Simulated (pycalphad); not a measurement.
## Phase fractions of Al-94.2Si (at.%)

CALPHAD calculation (pycalphad, COST 507 light-alloy database (1999)), 1 atm. The data set is of 1999 and partly superseded. Amounts are mole fractions of atoms.

```
T (K)  liquid  diamond (Si)    fcc
-----  ------  ------------  -----
1700    1.000             -      -
1600    0.342         0.658      -
1500    0.182         0.818      -
1400    0.133         0.867      -
1300    0.109         0.891      -
1200    0.093         0.907      -
1100    0.082         0.918      -
1000    0.074         0.926      -
900     0.068         0.932      -
800         -         0.941  0.059
700         -         0.942  0.058
600         -         0.942  0.058
500         -         0.942  0.058
```
